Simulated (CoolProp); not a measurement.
Octamethyltrisiloxane (MDM) at several states: Z from the reference equation and from simpler models built on Tc = 565.4 K, pc = 1.438 MPa, ω = 0.528; each cubic takes its own stable root.

Computed with CoolProp (reference Helmholtz-energy equation of state, Thol 2017).

| T (K) | p (MPa) | phase | reference | van der Waals | Redlich-Kwong | Soave-Redlich-Kwong | Peng-Robinson |
|---|---|---|---|---|---|---|---|
| 415.4 | 3.46 | liquid | 0.3383 | 0.5465 | 0.3892 | 0.3660 | 0.3249 |
| 474.2 | 0.102 | gas | 0.9517 | 0.9671 | 0.9590 | 0.9528 | 0.9497 |
| 455.4 | 4.54 | liquid | 0.4298 | 0.6691 | 0.4881 | 0.4623 | 0.4106 |
| 208.3 | 0.0364 | liquid | 0.005502 | 0.009813 | 0.006582 | 0.006397 | 0.005717 |
| 315 | 0.035 | liquid | 0.003960 | 0.9716 | 0.004662 | 0.004403 | 0.003915 |
| 375.2 | 0.531 | liquid | 0.05471 | 0.09388 | 0.06446 | 0.05997 | 0.05316 |

At some of these states van der Waals gives the other phase, because its saturation line lies elsewhere.
